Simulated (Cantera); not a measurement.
Input (Python, Cantera) and output of one run.

```python
import numpy as np
import cantera as ct

gas_names = """
    O2 N2
""".split()
cond_names = """
    Cr(cr) CrN(s) Cr2N(s) Cr2O3(s)
""".split()


# ... load() reads the species with a 1 bar reference pressure and builds the phases ...
species = {s.name: s for s in load("nasa_gas.yaml", gas_names) + load("nasa_condensed.yaml", cond_names)}
T = 1850
g = {n: (s.thermo.h(T) - T * s.thermo.s(T)) / (ct.gas_constant * T * np.log(10)) for n, s in species.items()}
valid = cond_names  # the entries whose range holds T


def stable(la, lb):
    # potentials (over RT ln 10) of the two non-metals from log10 p(O2) and log10 p(N2) in bar
    mu = {}
    mu["O"] = (g["O2"] + la) / 2
    mu["N"] = (g["N2"] + lb) / 2
    cost = {}
    for n in valid:
        c = species[n].composition
        cost[n] = (g[n] - sum(c.get(e, 0) * m for e, m in mu.items())) / c["Cr"]
    return min(cost, key=cost.get)


results = []
for lb in [0, -1, -2, -3, -4, -5, -6, -7, -8, -9, -10, -11, -12, -13]:
    row = [stable(la, lb) for la in [-24, -22.5, -21, -19.5, -18, -16.5, -15, -13.5, -12, -10.5, -9, -7.5, -6, -4.5, -3, -1.5, 0]]
    results.append(row)
    print(f"{lb:6.1f}  " + " ".join(f"{valid.index(n):x}" for n in row))
print("key: " + ", ".join(f"{i:x} {n}" for i, n in enumerate(valid)))
```

It prints:

```
   0.0  0 0 0 0 0 0 0 0 3 3 3 3 3 3 3 3 3
  -1.0  0 0 0 0 0 0 0 0 3 3 3 3 3 3 3 3 3
  -2.0  0 0 0 0 0 0 0 0 3 3 3 3 3 3 3 3 3
  -3.0  0 0 0 0 0 0 0 0 3 3 3 3 3 3 3 3 3
  -4.0  0 0 0 0 0 0 0 0 3 3 3 3 3 3 3 3 3
  -5.0  0 0 0 0 0 0 0 0 3 3 3 3 3 3 3 3 3
  -6.0  0 0 0 0 0 0 0 0 3 3 3 3 3 3 3 3 3
  -7.0  0 0 0 0 0 0 0 0 3 3 3 3 3 3 3 3 3
  -8.0  0 0 0 0 0 0 0 0 3 3 3 3 3 3 3 3 3
  -9.0  0 0 0 0 0 0 0 0 3 3 3 3 3 3 3 3 3
 -10.0  0 0 0 0 0 0 0 0 3 3 3 3 3 3 3 3 3
 -11.0  0 0 0 0 0 0 0 0 3 3 3 3 3 3 3 3 3
 -12.0  0 0 0 0 0 0 0 0 3 3 3 3 3 3 3 3 3
 -13.0  0 0 0 0 0 0 0 0 3 3 3 3 3 3 3 3 3
key: 0 Cr(cr), 1 CrN(s), 2 Cr2N(s), 3 Cr2O3(s)
```

Standard-state values (1 bar) from the NASA 1993 polynomials, evaluated with Cantera.
